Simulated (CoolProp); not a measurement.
A single-stage vapour-compression cycle with isohexane: evaporating at 319.15 K (dew point), condensing at 383.15 K (bubble point), superheat 10 K, subcooling 2 K, compressor efficiency 0.6, no pressure losses. Each further row changes one setting.

The numbers come from the reference Helmholtz-energy equation of state, Lemmon 2006 in CoolProp. It is a short technical equation, of lower accuracy than the large ones.

```json
[
 {"case": "as stated", "cooling COP": "2.10", "pressure ratio": "6.22", "discharge temperature (K)": "383.9", "refrigerating effect (kJ/kg)": "196", "volumetric capacity (kJ/m³)": "401"},
 {"case": "evaporating temperature 324.15 K", "cooling COP": "2.40", "pressure ratio": "5.24", "discharge temperature (K)": "384.1", "refrigerating effect (kJ/kg)": "204", "volumetric capacity (kJ/m³)": "492"},
 {"case": "condensing temperature 378.15 K", "cooling COP": "2.39", "pressure ratio": "5.53", "discharge temperature (K)": "380.4", "refrigerating effect (kJ/kg)": "209", "volumetric capacity (kJ/m³)": "428"},
 {"case": "subcooling 7 K", "cooling COP": "2.24", "pressure ratio": "6.22", "discharge temperature (K)": "383.9", "refrigerating effect (kJ/kg)": "209", "volumetric capacity (kJ/m³)": "428"},
 {"case": "superheat 20 K", "cooling COP": "2.19", "pressure ratio": "6.22", "discharge temperature (K)": "394.4", "refrigerating effect (kJ/kg)": "214", "volumetric capacity (kJ/m³)": "424"},
 {"case": "compressor efficiency 0.5", "cooling COP": "1.75", "pressure ratio": "6.22", "discharge temperature (K)": "392.4", "refrigerating effect (kJ/kg)": "196", "volumetric capacity (kJ/m³)": "401"}
]
```
